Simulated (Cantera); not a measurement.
A closed system holds: 1 mol Si, 4.7 mol HF, 87 mol N₂, at 850 °C and 6.60 Pa.

Equilibrium computed with Cantera from the NASA thermochemical tables; the gas is ideal and each condensed phase is pure. Candidate condensed phases: Si, Si₃N₄; 37 gas species. Equilibrium is a limit: real reactors are often held back by kinetics, nucleation or transport.

Base state: N₂ 0.959, H₂ 0.0220, SiF₄ 0.0110, HF 0.00773 (mole fractions); condensed: gas only.

What changes in the equilibrium state with this change: HF from 4.7 to 1.2 mol?


```json
[
 {"species": "N₂", "before": "0.959", "after": "0.990"},
 {"species": "H₂", "before": "0.0220", "after": "0.00679"},
 {"species": "SiF₄", "before": "0.0110", "after": "0.00333"},
 {"species": "HF", "before": "0.00773", "after": "0.000143"},
 {"species": "SiF₃", "before": "9.80e-6", "after": "8.88e-5"},
 {"species": "Si₃N₄(s), mol", "before": "0", "after": "0.234"}
]
```
N₂ is the only nitrogen source here; it is nearly inert below about 1500 K, so the nitride shown seldom forms there in practice. The tables' values for SiF₃ are old estimates; treat these amounts as uncertain.
